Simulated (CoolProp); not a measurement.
A closed Brayton cycle with carbon dioxide: compressor inlet 311.15 K and 8.7 MPa, high pressure 26.8 MPa, turbine inlet 800 K, compressor efficiency 0.8, turbine efficiency 0.93, recuperator effectiveness 0 (on enthalpy, no pinch check). Each further row changes one setting.

Computed with CoolProp (reference Helmholtz-energy equation of state, Span 1996).

| case | thermal efficiency (%) | net work (kJ/kg) | compressor to turbine work | compressor exit (K) | turbine exit (K) |
|---|---|---|---|---|---|
| as stated | 17.3 | 109 | 0.25 | 360.8 | 664.3 |
| turbine inlet 750 K | 17.3 | 98.1 | 0.27 | 360.8 | 619.3 |
| compressor inlet 321.15 K | 16.7 | 88.7 | 0.39 | 408.8 | 664.3 |
| high pressure 22.8 MPa | 15.2 | 96.9 | 0.23 | 353.0 | 683.2 |
| recuperator effectiveness 0.5 | 24.2 | 109 | 0.25 | 360.8 | 664.3 |
